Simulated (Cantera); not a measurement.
A closed system holds: 1 mol B, 0.4 mol O2, 1.4 mol N2, held at 1000 Pa.

Cantera equilibrium calculation (NASA polynomials, part measured and part estimated; ideal gas, pure solids and liquids). Candidate condensed phases: B, BN, B2O3; 17 gas species. Mutual solubility and eutectic melting of coexisting phases are not modelled. Equilibrium is a limit: real reactors are often held back by kinetics, nucleation or transport.

Task: At 1352 °C, list the 4 most abundant gas species with their mole fractions, and the condensed phases.

Result: N2 0.975, B2O3 0.0227, B2O2 0.00193, BO 0.000292. Condensed: BN(s) + B2O3(l).
